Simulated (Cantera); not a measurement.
A Cantera script and its output.

```python
import numpy as np
import cantera as ct

gas = ct.Solution("gri30.yaml")
gas.TPX = 1275, 2666, {'C2H6': 1, 'H2': 35}
inlet = ct.Reservoir(gas, clone=True)

reactor = ct.IdealGasConstPressureReactor(gas, energy="off", clone=False)
exhaust = ct.Reservoir(gas, clone=True)
tau = [0.41, 0.19, 0.09, 0.042, 0.02, 0.0092, 0.0043, 0.002][0]
for a, b in ((inlet, reactor), (reactor, exhaust)):
    ct.MassFlowController(a, b, mdot=lambda t: reactor.mass / tau)
net = ct.ReactorNet([reactor])
show = ['C2H6', 'H2', 'CH2', 'C2H2', 'H', 'C2H', 'C2H4']

rows = []
print(f"{'tau/s':>10s}{'T/K':>9s}" + "".join(f"{s:>11s}" for s in show))
for tau in [0.41, 0.19, 0.09, 0.042, 0.02, 0.0092, 0.0043, 0.002]:
    net.initial_time = 0.0
    net.advance(30 * tau)
    before = gas.X
    net.advance(40 * tau)
    drift = np.max(np.abs(gas.X - before) / (gas.X + 1e-9))
    rows.append([gas.T, *gas[show].X, drift])
    print(f"{tau:10.3e}{gas.T:9.1f}" + "".join(f"{x:11.3e}" for x in gas[show].X))
```

Result:

```
     tau/s      T/K       C2H6         H2        CH2       C2H2          H        C2H       C2H4
 4.100e-01   1275.0  9.655e-04  9.660e-01  8.784e-10  9.201e-03  6.778e-05  2.341e-10  9.872e-03
 1.900e-01   1275.0  1.728e-03  9.655e-01  1.384e-09  6.245e-03  7.897e-05  1.852e-10  1.182e-02
 9.000e-02   1275.0  3.014e-03  9.653e-01  2.178e-09  3.813e-03  9.043e-05  1.295e-10  1.291e-02
 4.200e-02   1275.0  5.276e-03  9.655e-01  3.354e-09  2.004e-03  1.002e-04  7.538e-11  1.287e-02
 2.000e-02   1275.0  8.955e-03  9.665e-01  4.585e-09  8.898e-04  1.034e-04  3.451e-11  1.148e-02
 9.200e-03   1275.0  1.468e-02  9.684e-01  4.930e-09  2.817e-04  9.538e-05  1.006e-11  8.527e-03
 4.300e-03   1275.0  2.092e-02  9.705e-01  3.335e-09  5.841e-05  7.529e-05  1.643e-12  4.807e-03
 2.000e-03   1275.0  2.529e-02  9.717e-01  1.175e-09  6.763e-06  4.859e-05  1.226e-13  1.872e-03
```

Detailed kinetics in Cantera: GRI-Mech 3.0 (53 species, 325 reactions). GRI-Mech 3.0 stops at C3 and has no aromatics, soot or wall deposition, so with more carbon than oxygen in the feed, carbon stays in small species such as C2H2 where larger ones or solid carbon would form. Radical loss at walls, strong at low pressure, is not modelled.
